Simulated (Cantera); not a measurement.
What does this Cantera script print?

```python
import numpy as np
import cantera as ct

gas_names = [...]  # 110 gases of nasa_gas.yaml made of C, F, H
cond_names = """
    C(gr) C6H6(L) C7H8(L) C8H18(L),n-octa
""".split()


# ... load() reads the species with a 1 bar reference pressure and builds the phases ...
atoms = {
    'C2F6': {'C': 2, 'F': 6},
    'CH4': {'C': 1, 'H': 4},
}
top_T = {'C(gr)': 4500}  # K; cautious upper limits of use, not melting points


# ... equilibrate(T, P, feed) seeds the gas with the atoms and calls Mixture.equilibrate('TP', solver="vcs", rtol=1e-11, max_steps=5000) ...
results = []
feed = {'C2F6': 1, 'CH4': 0.0072}  # mol
P = 1.2  # Pa
for T in [3000, 3500, 4000, 4500, 5000]:
    mix = equilibrate(T, P, feed)
    results.append((T, P, feed, dict(zip(mix.species_names, mix.species_moles))))
    x = sorted(zip(gas.X, gas.species_names), reverse=True)
    print(f"T = {T:g} K  P = {P:g} Pa  gas = {mix.phase_moles(0):.4g} mol")
    print("   x: " + "  ".join(f"{s} {v:.3e}" for v, s in x if v > 1e-06))
    print("   condensed (mol): " + ("  ".join(f"{mix.phase(i).name} {mix.phase_moles(i):.4g}"
          for i in range(1, mix.n_phases) if mix.phase_moles(i) > 1e-12) or "none"))
```

Output:

```
T = 3000 K  P = 1.2 Pa  gas = 7.879 mol
   x: F 7.567e-01  C 2.237e-01  C2 7.409e-03  CF 4.637e-03  C3 3.863e-03  H 3.452e-03  HF 2.031e-04  Electron 3.294e-06  CF+ 3.154e-06  CF2 2.201e-06
   condensed (mol): none
T = 3500 K  P = 1.2 Pa  gas = 8.032 mol
   x: F 7.468e-01  C 2.491e-01  H 3.579e-03  C2 2.763e-04  CF 2.090e-04  Electron 2.264e-05  C+ 1.774e-05  HF 6.824e-06  CF+ 4.905e-06  C3 2.483e-06
   condensed (mol): none
T = 4000 K  P = 1.2 Pa  gas = 8.038 mol
   x: F 7.465e-01  C 2.494e-01  H 3.583e-03  Electron 2.450e-04  C+ 2.424e-04  C2 1.994e-05  CF 1.889e-05  CF+ 2.587e-06
   condensed (mol): none
T = 4500 K  P = 1.2 Pa  gas = 8.05 mol
   x: F 7.454e-01  C 2.476e-01  H 3.578e-03  Electron 1.723e-03  C+ 1.721e-03  CF 2.864e-06  C2 2.532e-06  CF+ 1.452e-06
   condensed (mol): none
T = 5000 K  P = 1.2 Pa  gas = 8.103 mol
   x: F 7.405e-01  C 2.395e-01  Electron 8.220e-03  C+ 8.219e-03  H 3.554e-03
   condensed (mol): none
```

Cantera equilibrium calculation (NASA polynomials, part measured and part estimated; ideal gas, pure solids and liquids). The feed counts by its element totals alone.
